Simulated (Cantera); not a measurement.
Input (Python, Cantera):

```python
import numpy as np
import cantera as ct

gas = ct.Solution("gri30.yaml")
gas.TPX = 1100, 1400000, {'CH4': 1, 'O2': 4.88, 'N2': 13}
reactor = ct.IdealGasReactor(gas, energy="on", clone=False)
net = ct.ReactorNet([reactor])
net.rtol, net.atol = 1e-08, 1e-16
show = ['CH4', 'O2', 'NO', 'O', 'HO2', 'C2H']
times = np.geomspace(6e-06, 0.2, 10)

steps = ct.SolutionArray(gas, extra=["t"])
rows = []
print(f"{'t/s':>10s}{'T/K':>9s}{'P/Pa':>11s}" + "".join(f"{s:>11s}" for s in show))
for t in times:
    while net.time < t:
        t_next = net.step()
        steps.append(gas.state, t=t_next)
    rows.append([np.interp(t, steps.t, y) for y in (steps.T, steps.P, *steps(*show).X.T)])
    print(f"{t:10.3e}{rows[-1][0]:9.1f}{rows[-1][1]:11.4g}" + "".join(f"{x:11.3e}" for x in rows[-1][2:]))
rate = np.gradient(steps.T, steps.t)
print("integrator steps:", len(steps.t))
if steps.T.max() > steps.T[0] + 200:
    print(f"time of steepest temperature rise: {steps.t[rate.argmax()]:.4e} s")
gas.TPX = 1100, 1400000, {'CH4': 1, 'O2': 4.88, 'N2': 13}
gas.equilibrate("UV")
print(f"equilibrium (UV): T = {gas.T:.1f} K  " + "  ".join(f"{s} {gas[s].X[0]:.3e}" for s in show))
```

It prints:

```
       t/s      T/K       P/Pa        CH4         O2         NO          O        HO2        C2H
 6.000e-06   1100.0    1.4e+06  5.297e-02  2.585e-01  9.742e-23  1.505e-12  6.668e-09  1.667e-37
 1.909e-05   1100.0    1.4e+06  5.297e-02  2.585e-01  1.048e-21  4.990e-12  2.111e-08  9.340e-35
 6.071e-05   1100.0    1.4e+06  5.297e-02  2.585e-01  1.137e-20  1.741e-11  6.625e-08  6.524e-32
 1.931e-04   1100.0    1.4e+06  5.297e-02  2.585e-01  1.451e-19  7.315e-11  2.042e-07  1.213e-28
 6.142e-04   1100.0    1.4e+06  5.296e-02  2.585e-01  2.878e-18  3.419e-10  6.236e-07  5.348e-25
 1.954e-03   1100.5  1.401e+06  5.290e-02  2.584e-01  4.923e-17  8.415e-10  1.773e-06  3.649e-22
 6.214e-03   1120.3  1.426e+06  5.090e-02  2.565e-01  9.772e-15  1.991e-08  2.541e-05  4.446e-17
 1.977e-02   2429.7  3.098e+06  1.702e-19  1.435e-01  1.532e-02  6.945e-04  2.133e-05  2.591e-26
 6.288e-02   2429.1  3.097e+06  1.686e-19  1.433e-01  1.557e-02  6.919e-04  2.128e-05  2.544e-26
 2.000e-01   2429.1  3.097e+06  1.686e-19  1.433e-01  1.557e-02  6.919e-04  2.128e-05  2.544e-26
integrator steps: 2177
time of steepest temperature rise: 7.0282e-03 s
equilibrium (UV): T = 2429.1 K  CH4 2.455e-19  O2 1.433e-01  NO 1.557e-02  O 6.919e-04  HO2 2.128e-05  C2H 2.848e-26
```

Cantera simulation using GRI-Mech 3.0 (53 species, 325 reactions); the numbers are that mechanism's predictions, not measurements. The pressure lies above the range GRI-Mech 3.0 was tuned for (to about 10 atm).
